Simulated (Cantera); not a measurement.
An isothermal, constant-pressure homogeneous reactor starts with 24.2 % H2, 75.6 % O2, 0.159 % H2O, at 1273 K and 2670 Pa.

Cantera simulation using the H2/O2 subset of GRI-Mech 3.0, which has no nitrogen chemistry; the numbers are that mechanism's predictions, not measurements. Radical loss at walls, strong at low pressure, is not modelled. The temperature is held fixed by assumption; the heat of reaction is taken as removed at once.

x: mole fraction; the columns are a selection and need not sum to one.

```
t (s)         x H2   x O2  x H2O      x OH       x H   x H2O2       x O
--------  --------  -----  -----  --------  --------  -------  --------
0.000600    0.0156  0.625  0.181    0.0148    0.0828  6.79e-7    0.0806
0.00131     0.0117  0.641  0.203    0.0133    0.0612  7.00e-7    0.0693
0.00286    0.00803  0.672  0.234    0.0112    0.0310  8.29e-7    0.0436
0.00624    0.00326  0.704  0.262   0.00725   0.00727  8.30e-7    0.0166
0.0136    0.000738  0.718  0.273   0.00344  0.000747      ___   0.00367
0.0297    0.000141  0.722  0.276   0.00151   6.24e-5      ___  0.000702
0.0648     3.16e-5  0.722  0.277  0.000722   6.77e-6      ___  0.000160
0.141      8.79e-6  0.723  0.277  0.000384   1.02e-6      ___   4.51e-5
0.309      2.88e-6  0.723  0.277  0.000221   1.94e-7      ___   1.50e-5
0.674      1.06e-6  0.723  0.277  0.000135   4.40e-8      ___   5.57e-6
1.47       4.29e-7  0.723  0.277   8.61e-5   1.14e-8      ___   2.26e-6
3.21       1.98e-7  0.723  0.277   5.85e-5   3.60e-9      ___   1.05e-6
7.00       1.21e-7  0.723  0.277   4.58e-5   1.74e-9      ___   6.40e-7
```

### Question
Complete the blanks.

### Answer

- 0.0136, x H2O2: 5.37e-7
- 0.0297, x H2O2: 2.54e-7
- 0.0648, x H2O2: 1.12e-7
- 0.141, x H2O2: 5.03e-8
- 0.309, x H2O2: 2.30e-8
- 0.674, x H2O2: 1.07e-8
- 1.47, x H2O2: 5.14e-9
- 3.21, x H2O2: 2.73e-9
- 7.00, x H2O2: 1.87e-9
